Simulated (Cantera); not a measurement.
A Cantera script and what it prints.

```python
import numpy as np
import cantera as ct

gas_names = """
    C CH CH2 CH3 CH4 CN C2 C2H C2H2,acetylene C2H2,vinylidene C2H3,vinyl CH3CN C2H4 C2H5 C2H6 CCN CNC
    C2N2 C3 C3H3,propargyl C3H4,allene C3H4,propyne C3H4,cyclo- C3H5,allyl C3H6,propylene C3H6,cyclo-
    C3H7,n-propyl C3H7,i-propyl C3H8 C4 C4H2 C4H4,1,3-cyclo- C4H6,butadiene C4H6,2-butyne C4H6,cyclo-
    C4H8,1-butene C4H8,cis2-buten C4H8,tr2-butene C4H8,isobutene C4H8,cyclo- C4H9,n-butyl C4H9,i-butyl
    C4H9,s-butyl C4H9,t-butyl C4H10,isobutane C4H10,n-butane C4N2 C5 C5H6,1,3cyclo- C5H8,cyclo-
    C5H10,1-pentene C5H10,cyclo- C5H11,pentyl C5H11,t-pentyl C5H12,n-pentane C5H12,i-pentane
    CH3C(CH3)2CH3 C6H2 C6H5,phenyl C6H6 C6H10,cyclo- C6H12,1-hexene C6H12,cyclo- C6H13,n-hexyl
    C7H7,benzyl C7H8 C7H14,1-heptene C7H15,n-heptyl C7H16,n-heptane C8H8,styrene C8H10,ethylbenz
    C8H16,1-octene C8H17,n-octyl C8H18,isooctane C8H18,n-octane C9H19,n-nonyl C10H8,naphthale
    C10H21,n-decyl C12H9,o-bipheny C12H10,bipheny H HCN HCCN HNC H2 N NH NH2 NH3 N2 N2H2 N2H4
""".split()
cond_names = """
    C(gr) C6H6(L) C7H8(L) C8H18(L),n-octa
""".split()


def load(file, names, dense=False):
    # The tables refer to 1 bar. Condensed volumes are neglected.
    table = {s.name: s for s in ct.Species.list_from_file(file)}
    out = []
    for n in names:
        d = dict(table[n].input_data)
        d["thermo"] = dict(d["thermo"], **{"reference-pressure": 1e5})
        if dense:
            d["equation-of-state"] = {"model": "constant-volume", "density": "1e6 g/cm^3"}
        out.append(ct.Species.from_dict(d))
    return out


gas = ct.Solution(thermo="ideal-gas", species=load("nasa_gas.yaml", gas_names))
cond = {s.name: ct.Solution(thermo="fixed-stoichiometry", species=[s], name=s.name)
        for s in load("nasa_condensed.yaml", cond_names, dense=True)}
atoms = {
    'C': {'C': 1},
    'NH3': {'N': 1, 'H': 3},
    'H2': {'H': 2},
}
top_T = {'C(gr)': 4500}  # K; cautious upper limits of use, not melting points


def equilibrate(T, P, feed):
    n = {}
    for name, mol in feed.items():
        for a, k in atoms[name].items():
            n[a] = n.get(a, 0.0) + k * mol
    gas.TPX = T, P, n
    mass = sum(n.values()) * gas.mean_molecular_weight
    gas.equilibrate("TP")
    valid = [c for c in cond.values() if c.min_temp <= T <= top_T.get(c.name, c.max_temp)]
    mix = ct.Mixture([(gas, mass / gas.mean_molecular_weight)] + [(c, 0.0) for c in valid])
    mix.T, mix.P = T, P
    mix.equilibrate("TP", solver="vcs", rtol=1e-11, max_steps=5000)
    return mix


results = []
feed = {'C': 1, 'NH3': 0.1, 'H2': 1.3}  # mol
T = 2475  # K
for P in [10, 56, 320, 1800, 10000, 56000, 320000, 1800000, 10000000]:
    mix = equilibrate(T, P, feed)
    results.append((T, P, feed, dict(zip(mix.species_names, mix.species_moles))))

top = {s: max(r[3][s] / sum(r[3][g] for g in gas_names) for r in results) for s in gas_names}
cols = sorted((s for s in top if top[s] > 1e-05), key=lambda s: -top[s])[:8]
seen = [c for c in cond_names if any(r[3].get(c, 0) > 1e-12 for r in results)]
print("log10 of partial pressures in bar; condensed amounts in mol")
print(f"{'P/Pa':>10s}" + "".join(f"{s[:9]:>10s}" for s in cols + seen))
for T, P, feed, n in results:
    ng = sum(n[g] for g in gas_names)
    print(f"{P:10.4g}" + "".join(f"{np.log10(max(n[s] / ng * P / 1e5, 1e-99)):10.3f}" for s in cols)
          + "".join(f"{n.get(c, 0):10.4g}" for c in seen))
```

Output:

```
log10 of partial pressures in bar; condensed amounts in mol
      P/Pa        H2         H        N2       CH4       HCN C2H2,acet        C3       HNC     C(gr)
        10    -4.862    -4.079    -5.772   -13.530    -6.494    -6.874    -6.474    -7.438     0.947
        56    -3.671    -3.483    -4.950   -11.148    -5.488    -5.683    -6.474    -6.432    0.9631
       320    -2.687    -2.991    -4.126    -9.181    -4.584    -4.699    -6.474    -5.528    0.9595
      1800    -1.839    -2.567    -3.339    -7.484    -3.766    -3.851    -6.474    -4.710    0.9565
     1e+04    -1.052    -2.174    -2.576    -5.911    -2.992    -3.064    -6.474    -3.936    0.9551
   5.6e+04    -0.287    -1.791    -1.820    -4.379    -2.231    -2.299    -6.474    -3.175    0.9543
   3.2e+05     0.478    -1.409    -1.060    -2.850    -1.468    -1.534    -6.474    -2.412    0.9534
   1.8e+06     1.230    -1.033    -0.307    -1.346    -0.716    -0.782    -6.474    -1.660    0.9497
     1e+07     1.970    -0.663     0.443     0.134     0.029    -0.042    -6.474    -0.915    0.9317
```

Equilibrium computed with Cantera from the NASA thermochemical tables; the gas is ideal and each condensed phase is pure. The ideal-gas law is rough above about 30 bar.
